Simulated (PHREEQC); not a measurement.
Dissolve 2.5 mmol/kgw Na2SeO3 and 67 mmol/kgw NaCl at 25 °C. Closed to the air; pH follows from the charge balance.

Model: ion-association model, wateq4f.dat, run in PHREEQC.

Each row changes one thing in this solution. This is a speciation only: nothing precipitates in the calculation.

```csv
case,pH,ionic strength (mol/kgw),SI of Halite (NaCl)
as made,9.74,0.0744,-4.10
diluted 2-fold with water,9.63,0.0372,-4.66
Na2SeO3 left out,6.99,0.0670,-4.12
Na2SeO3 from 0.0025 to 0.0125 mol/kgw,___,___,-4.02
diluted 100-fold with water,8.85,___,-7.93
Na2SeO3 from 0.0025 to 0.025 mol/kgw,10.20,0.142,-3.94
```

Q: Complete the blanks.

A: 
- Na2SeO3 from 0.0025 to 0.0125 mol/kgw, pH: 10.07
- Na2SeO3 from 0.0025 to 0.0125 mol/kgw, ionic strength (mol/kgw): 0.104
- diluted 100-fold with water, ionic strength (mol/kgw): 0.000738
